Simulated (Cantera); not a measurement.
An isothermal plug-flow reactor at 800 K and 91000 Pa (inlet), inlet velocity 3.5 m/s, active area per volume 120 1/m; feed 1.60 % H2, 1.23 % O2, 97.2 % N2.

Cantera simulation using Deutschmann's 1995 Pt surface mechanism with GRI-Mech 3.0 gas chemistry; the numbers are that mechanism's predictions, not measurements. Catalytic surfaces can have several steady states; this one follows from the mechanism file's or the stated starting coverage. Mass transfer to the wall is taken as infinitely fast.

One state of this run: x H2 = 0.00279; x O2 = 0.00573; x H2O = 0.0133; θ free Pt = 0.939; θ H* = 5.37e-6; θ O* = 0.0569; θ OH* = 0.00361. x: gas mole fraction; θ: surface coverage.

Question: Which value of z (m) does it belong to?
(A) 0.0026
(B) 0.00026
(C) 0.0015
(D) 0.00047

Answer: A, 0.0026
